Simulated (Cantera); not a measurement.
A closed system holds: 1 mol SiH₄, 0.014 mol Cl₂, a varied amount of N₂, 1.4 mol HCl, equilibrated at 1525 K and 5400 Pa.

Method: chemical equilibrium by Gibbs-energy minimisation in Cantera with the NASA 1993 tables (ideal gas, pure condensed phases). Candidate condensed phases: NH₄Cl, Si, Si₃N₄; 28 gas species. The tables' values for SiCl₃ are old estimates; treat these amounts as uncertain. Kinetics and transport are ignored.

x: gas mole fraction; n: condensed amount in mol.

| n(N₂) (mol) | x N₂ | x H₂ | x HCl | x SiCl₂ | x SiCl₃ | n Si₃N₄(s) |
|---|---|---|---|---|---|---|
| 20 | 0.850 | 0.0893 | 0.0584 | 0.00176 | 0.000170 | 0.318 |
| 27 | 0.885 | 0.0682 | 0.0448 | 0.00132 | 0.000112 | 0.319 |
| 37 | 0.914 | 0.0510 | 0.0337 | 0.000976 | 7.18e-5 | 0.319 |
| 51 | 0.937 | 0.0377 | 0.0249 | 0.000714 | 4.53e-5 | 0.320 |
| 70 | 0.953 | 0.0279 | 0.0185 | 0.000523 | 2.86e-5 | 0.320 |
| 97 | 0.966 | 0.0203 | 0.0135 | 0.000379 | 1.77e-5 | 0.320 |
| 130 | 0.974 | ___ | ___ | ___ | 1.15e-5 | 0.320 |
| 180 | 0.981 | ___ | ___ | ___ | 7.12e-6 | 0.320 |
| 250 | 0.986 | 0.00801 | 0.00533 | 0.000148 | 4.37e-6 | 0.320 |

Question: What belongs in the gaps?

Answer: 
- 130, x H₂: 0.0153
- 130, x HCl: 0.0101
- 130, x SiCl₂: 0.000284
- 180, x H₂: 0.0111
- 180, x HCl: 0.00737
- 180, x SiCl₂: 0.000206
